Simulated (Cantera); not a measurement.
Charge: 1 mol SiH4, 0.89 mol H2O, 2.2 mol H2, equilibrated at 35.3 Torr.

These are equilibrium values from Cantera (NASA tables, ideal gas, pure condensed phases), not measurements of a reactor. Candidate condensed phases: H2O, Si, SiO2; 18 gas species. Mutual solubility and eutectic melting of coexisting phases are not modelled. The tables hold silica as quartz up to 1696 K and as liquid above; real silica turns to tridymite and cristobalite and melts near 1996 K. The numbers say what is thermodynamically allowed, not how fast it happens.

### Question
Which condensed phases are stable at each of these points (T (K)): 823, 923, 1023, 1123, 1223, 1323, 1423, 1523?

### Answer
```csv
T (K),condensed phases,Si condensed (%)
823,Si(s) + SiO2(α-quartz),100.0
923,Si(s) + SiO2(β-quartz),100.0
1023,Si(s) + SiO2(β-quartz),100.0
1123,Si(s) + SiO2(β-quartz),100.0
1223,Si(s) + SiO2(β-quartz),100.0
1323,Si(s) + SiO2(β-quartz),99.9
1423,Si(s) + SiO2(β-quartz),98.7
1523,Si(s) + SiO2(β-quartz),91.4
```

At 823 K the condensed part is Si(s) + SiO2(α-quartz). From 923 K to 1523 K the condensed part is Si(s) + SiO2(β-quartz).
